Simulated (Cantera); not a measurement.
Diamond growth

A diamond (100) surface in a fixed gas of H2 with x(CH4) = 0.0031, x(H) = 0.0061, at 1325 K, 0.170 bar; coverages are run to steady state.

Model: the Harris–Goodwin 1993 mechanism for the reconstructed diamond (100) surface, integrated in Cantera.

```json
[
 {"x(CH3)": "1e-06", "growth (µm/h)": "0.0609", "θ c6HH": "0.372", "θ c6H*": "0.0518", "θ c6*H": "0.529", "θ c6**": "0.0473", "θ c6HM": "4.40e-6"},
 {"x(CH3)": "2.4e-06", "growth (µm/h)": "0.146", "θ c6HH": "0.372", "θ c6H*": "0.0518", "θ c6*H": "0.529", "θ c6**": "0.0473", "θ c6HM": "1.06e-5"},
 {"x(CH3)": "5.8e-06", "growth (µm/h)": "0.353", "θ c6HH": "0.372", "θ c6H*": "0.0518", "θ c6*H": "0.529", "θ c6**": "0.0473", "θ c6HM": "2.55e-5"},
 {"x(CH3)": "1.4e-05", "growth (µm/h)": "0.853", "θ c6HH": "0.372", "θ c6H*": "0.0518", "θ c6*H": "0.529", "θ c6**": "0.0473", "θ c6HM": "6.16e-5"},
 {"x(CH3)": "3.4e-05", "growth (µm/h)": "2.07", "θ c6HH": "0.372", "θ c6H*": "0.0518", "θ c6*H": "0.529", "θ c6**": "0.0473", "θ c6HM": "0.000150"},
 {"x(CH3)": "8.2e-05", "growth (µm/h)": "4.98", "θ c6HH": "0.371", "θ c6H*": "0.0518", "θ c6*H": "0.529", "θ c6**": "0.0472", "θ c6HM": "0.000360"},
 {"x(CH3)": "0.0002", "growth (µm/h)": "12.1", "θ c6HH": "0.371", "θ c6H*": "0.0517", "θ c6*H": "0.528", "θ c6**": "0.0469", "θ c6HM": "0.000876"},
 {"x(CH3)": "0.00047", "growth (µm/h)": "28.2", "θ c6HH": "0.370", "θ c6H*": "0.0516", "θ c6*H": "0.527", "θ c6**": "0.0463", "θ c6HM": "0.00205"},
 {"x(CH3)": "0.0011", "growth (µm/h)": "64.6", "θ c6HH": "0.369", "θ c6H*": "0.0513", "θ c6*H": "0.523", "θ c6**": "0.0450", "θ c6HM": "0.00472"}
]
```
θ: site fractions in the mechanism's names (c6HH fully hydrogenated, c6H* and c6*H radical sites, c6** diradical, c6HM methylated).
